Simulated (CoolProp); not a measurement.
Dimethyl carbonate at several states: Z from the reference equation and from simpler models built on Tc = 557.0 K, pc = 4.909 MPa, ω = 0.346; each cubic takes its own stable root.

Model: reference Helmholtz-energy equation of state, Zhou 2011, in CoolProp.

| T (K) | p (MPa) | phase | reference |
|---|---|---|---|
| 543.7 | 0.263 | gas | 0.9798 |
| 431.9 | 3.31 | liquid | 0.09479 |
| 395.3 | 0.0534 | gas | 0.9886 |
| 435.4 | 2.61 | liquid | 0.07480 |

How far does each simpler model (van der Waals, Redlich-Kwong, Soave-Redlich-Kwong, Peng-Robinson) lie from the reference over these 4 states: mean and median of the absolute difference, and the worst?


- van der Waals: mean 35.0 %, median 34.7 %, worst +70.2 % at 435.4 K and 2.61 MPa
- Redlich-Kwong: mean 9.8 %, median 9.6 %, worst +19.8 % at 435.4 K and 2.61 MPa
- Soave-Redlich-Kwong: mean 6.3 %, median 6.2 %, worst +12.8 % at 435.4 K and 2.61 MPa
- Peng-Robinson: mean 0.3 %, median 0.3 %, worst -0.7 % at 431.9 K and 3.31 MPa
